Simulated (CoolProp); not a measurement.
A single-stage vapour-compression cycle with dimethyl ether: evaporating at 305.15 K (dew point), condensing at 369.15 K (bubble point), superheat 0 K, subcooling 2 K, compressor efficiency 0.75, no pressure losses. Each further row changes one setting.

The numbers come from the reference Helmholtz-energy equation of state, Wu 2011 in CoolProp.

```csv
case,cooling COP,pressure ratio,discharge temperature (K),refrigerating effect (kJ/kg),volumetric capacity (kJ/m³)
as stated,2.35,4.25,389.5,219,3300
evaporating temperature 310.15 K,2.66,[?],387.6,224,3850
condensing temperature 364.15 K,2.69,3.86,[?],235,[?]
subcooling 7 K,2.52,4.25,389.5,235,3550
superheat 10 K,2.39,4.25,399.4,237,3390
compressor efficiency 0.65,2.04,4.25,395.5,219,3300
```

Question: Fill in the missing entries.

Answer: 
- evaporating temperature 310.15 K, pressure ratio: 3.71
- condensing temperature 364.15 K, discharge temperature (K): 383.3
- condensing temperature 364.15 K, volumetric capacity (kJ/m³): 3540
